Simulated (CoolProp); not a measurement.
R22 along the isotherm 41.35 °C: density (kg/m³) from the reference equation and from simpler models built on Tc = 96.1 °C, pc = 4.990 MPa, ω = 0.221; each cubic takes its own stable root.

Values from CoolProp's reference Helmholtz-energy equation of state, Kamei 1995.

```csv
p (MPa),phase,reference
0.535,gas,18.97
1.07,gas,41.38
2.14,liquid,1127
2.67,liquid,1132
3.21,liquid,1136
3.74,liquid,1140
4.28,liquid,1144
4.81,liquid,1148
5.35,liquid,1152
5.88,liquid,1156
6.42,liquid,1159
6.95,liquid,1163
7.49,liquid,1166
```

### Question
How far does each simpler model (van der Waals, Redlich-Kwong, Soave-Redlich-Kwong, Peng-Robinson) lie from the reference over these 13 states: mean and median of the absolute difference, and the worst?

### Answer
- van der Waals: mean 36.7 %, median 37.4 %, worst -91.8 % at 41.35 °C and 2.14 MPa
- Redlich-Kwong: mean 12.7 %, median 14.3 %, worst -16.6 % at 41.35 °C and 2.14 MPa
- Soave-Redlich-Kwong: mean 9.8 %, median 11.3 %, worst -12.6 % at 41.35 °C and 2.14 MPa
- Peng-Robinson: mean 0.4 %, median 0.4 %, worst +0.9 % at 41.35 °C and 7.49 MPa

At some of these states van der Waals gives the other phase, because its saturation line lies elsewhere.
